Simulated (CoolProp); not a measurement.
Vapour-liquid equilibrium of R134a (1) + R152A (2) at 0.779 MPa; x and y are mole fractions of (1).

Model: multi-fluid Helmholtz-energy mixture model, Tillner-Roth 1994 and Outcalt 1996; pair parameters Lemmon 2004, in CoolProp.

| x | bubble temperature, mixture model (°C) | bubble temperature, Raoult's law (°C) | y, mixture model | y, Raoult's law |
|---|---|---|---|---|
| 0.05 | 34.3 | 34.1 | 0.051 | 0.056 |
| 0.15 | 34.1 | 33.7 | 0.156 | 0.165 |
| 0.25 | 33.8 | 33.3 | 0.261 | 0.271 |
| 0.35 | 33.6 | 32.9 | 0.366 | 0.376 |
| 0.45 | 33.2 | 32.5 | 0.470 | 0.477 |
| 0.55 | 32.8 | 32.1 | 0.573 | 0.577 |
| 0.65 | 32.3 | 31.7 | 0.674 | 0.675 |
| 0.75 | 31.8 | 31.3 | 0.772 | 0.770 |
| 0.85 | 31.3 | 30.9 | 0.866 | 0.864 |
| 0.95 | 30.7 | 30.6 | 0.957 | 0.955 |

The largest gap from Raoult's law is +0.7 K in bubble temperature, at x = 0.45. No azeotrope shows between x = 0.05 and 0.95.

Pair parameters are fitted to limited data, so mixtures are less certain than the pure fluids.
